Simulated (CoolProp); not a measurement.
Values from CoolProp's reference Helmholtz-energy equation of state, Akasaka 2020.

Problem. For R1123, give the phase and the cv (kJ/(kg K)) at 305.7 K and 0.98 MPa; 444 K and 0.435 MPa.

Solution. 
- 305.7 K and 0.98 MPa: gas; cv 0.787
- 444 K and 0.435 MPa: gas; cv 0.952
